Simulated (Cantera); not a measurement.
Input: 1 mol Pb, 3 mol CO, 1.8 mol H₂, held at 1023.15 K and 4.10 bar.

Cantera equilibrium calculation (NASA polynomials, part measured and part estimated; ideal gas, pure solids and liquids). Candidate condensed phases: C, C₆H₆, C₇H₈, C₈H₁₈, H₂O, Pb, PbO, PbO₂, Pb₃O₄; 113 gas species. Rates play no part.

Base state: CO 0.351, H₂ 0.315, CO₂ 0.180, H₂O 0.124, CH₄ 0.0305 (mole fractions); condensed: C(graphite) + Pb(l).

Q: What changes in the equilibrium state with this change: CO from 3 to 0.42 mol?

A: 
| species | before | after |
|---|---|---|
| H₂ | 0.315 | 0.674 |
| CH₄ | 0.0305 | 0.113 |
| CO | 0.351 | 0.101 |
| CO₂ | 0.180 | 0.0184 |
| H₂O | 0.124 | 0.0942 |
| C(graphite), mol | 0.982 | 0 |
| Pb(l), mol | 1.000 | 1.000 |

Q: What changes in the equilibrium state with this change: temperature from 1023.15 K to 2023 K?

A: 
```csv
species,before,after
CO,0.351,0.517
H₂,0.315,0.310
Pb,6.52e-6,0.171
CO₂,0.180,5.31e-5
H₂O,0.124,0.000149
CH₄,0.0305,7.45e-5
Pb₂,<1e-9,0.000561
H,1.15e-9,0.000522
C₂H₂ (acetylene),<1e-9,6.21e-5
"C(graphite), mol",0.982,0
"Pb(l), mol",1.000,0
```
